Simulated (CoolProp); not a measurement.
Vapour-liquid equilibrium of isobutene (1) + n-butane (2) at 319.7 K; x and y are mole fractions of (1).

Values from CoolProp's multi-fluid Helmholtz-energy mixture model, Lemmon 2005 and Bücker 2006; pair parameters Bell 2016.

Problem. Give the bubble pressure and the first vapour's composition at x = 0.05, 0.5, 0.65. Is there an azeotrope?

Solution. x = 0.05: 0.4592 MPa, y = 0.062; x = 0.5: 0.5108 MPa, y = 0.544; x = 0.65: 0.5258 MPa, y = 0.686. No azeotrope shows between x = 0.05 and 0.95.

The pair parameters rest on a limited set of measurements; away from them the model extrapolates.
